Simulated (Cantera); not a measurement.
Mixture: CH3OH : O2 : N2 = 1 : 1.95 : 7.32 (molar parts), equivalence ratio 0.77, at 100000 Pa, adiabatic and at constant pressure. Ignition delay is the time to a rise of 400 K.

Detailed kinetics in Cantera: GRI-Mech 3.0 (53 species, 325 reactions). GRI-Mech 3.0 was tuned for natural gas; its chemistry of methanol as a main component is partial and can be far from experiment.

Task: Predict: delay at 1200 K; delay at 1275 K; delay at 1350 K; delay at 1425 K; delay at 1500 K; apparent activation energy between 1350 and 1500 K.

Result: 
| Property | Value |
|---|---|
| delay at 1200 K | 10.2 ms |
| delay at 1275 K | 3.24 ms |
| delay at 1350 K | 1.20 ms |
| delay at 1425 K | 0.514 ms |
| delay at 1500 K | 0.247 ms |
| apparent activation energy between 1350 and 1500 K | 180 kJ/mol |
